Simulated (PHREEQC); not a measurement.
A made-up water analysis in mg/L, 25 °C, pH 3.61, pe 12.4:

```
constituent    mg/L
-----------  ------
Na              103
K             0.217
Ca             60.1
Mg             38.8
Cl              123
S(6) as SO4     394
B            0.0278
```

Valence states are taken as typed.

Computed with PHREEQC (ion-association model, wateq4f.dat).

Each row changes one thing in this solution. This is a speciation only: nothing precipitates in the calculation.

```
case                                               ionic strength (mol/kgw)  SO4-2 (mol/kgw)  Mg+2 (mol/kgw)  Ca+2 (mol/kgw)  HSO4- (mol/kgw)  SI of Gypsum (CaSO4:2H2O)  SI of Epsomite (MgSO4:7H2O)
-------------------------------------------------  ------------------------  ---------------  --------------  --------------  ---------------  -------------------------  ---------------------------
as made                                                              0.0157          0.00334         0.00123         0.00120          5.53e-5                      -1.24                        -3.67
Mg from 38.8 to 19.4 mg/L                                            0.0147          0.00349        0.000605         0.00118          5.83e-5                      -1.22                        -3.94
temperature from 25 to 15 °C at the same typed pH                       ___          0.00342             ___         0.00121          4.61e-5                      -1.22                          ___
```

**Question.** Some entries are withheld; supply them.

**Answer.** 
- temperature from 25 to 15 °C at the same typed pH, ionic strength (mol/kgw): 0.0160
- temperature from 25 to 15 °C at the same typed pH, Mg+2 (mol/kgw): 0.00129
- temperature from 25 to 15 °C at the same typed pH, SI of Epsomite (MgSO4:7H2O): -3.56
